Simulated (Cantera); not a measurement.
A closed system holds: 1 mol B₂O₃, 1.9 mol HF, 0.57 mol F₂, equilibrated at 2.00 Pa.

Equilibrium computed with Cantera from the NASA thermochemical tables; the gas is ideal and each condensed phase is pure. Candidate condensed phases: B, B₂O₃, B₃O₃H₃, H₂O; 43 gas species. Equilibrium is a limit: real reactors are often held back by kinetics, nucleation or transport.

Task: At 875 K, list the 5 most abundant gas species with their mole fractions, and the condensed phases.

Result: HF 0.454, BF₃ 0.244, H₂O 0.163, O₂ 0.117, B₃O₃F₃ 0.0205. Condensed: B₂O₃(l).
